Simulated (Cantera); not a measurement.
Charge: 1 mol SiH2Cl2, 51 mol N2, 50 mol H2.

Method: chemical equilibrium by Gibbs-energy minimisation in Cantera with the NASA 1993 tables (ideal gas, pure condensed phases). Candidate condensed phases: NH4Cl, Si, Si3N4; 28 gas species. N2 is the only nitrogen source here; it is nearly inert below about 1500 K, so the nitride shown seldom forms there in practice. The tables' values for SiCl3 are old estimates. Kinetics and transport are ignored.

Stable condensed phases, one row left out:

```
T in K \ P in Pa
              5     17     59    210    710   2400   8400  29000 100000
   1823       A      A      A      B      B      B      C      C      C
   1748       A      A      B      B      B      C      C      C      C
   1673       A      B      B      C      C      C      C      C      C
   1598       B      B      C      C      C      C      C      C      C
   1448       C      C      C      C      C      C      C      C      C
   1373       C      C      C      C      C      C      C      C      C
   1298       C      C      C      C      C      C      C      C      C
   1223       C      C      C      C      C      C      C      C      C
   1148       C      C      C      C      C      C      C      C      C
   1073       C      C      C      C      C      C      C      C      C
    998       C      C      C      C      C      C      C      C      C
    923       C      C      C      C      C      C      C      C      C
```

A: gas only; B: Si; C: Si3N4.

**Question.** Give the row for 1523 K.

**Answer.** 5: Si; 17: Si3N4; 59: Si3N4; 210: Si3N4; 710: Si3N4; 2400: Si3N4; 8400: Si3N4; 29000: Si3N4; 100000: Si3N4.
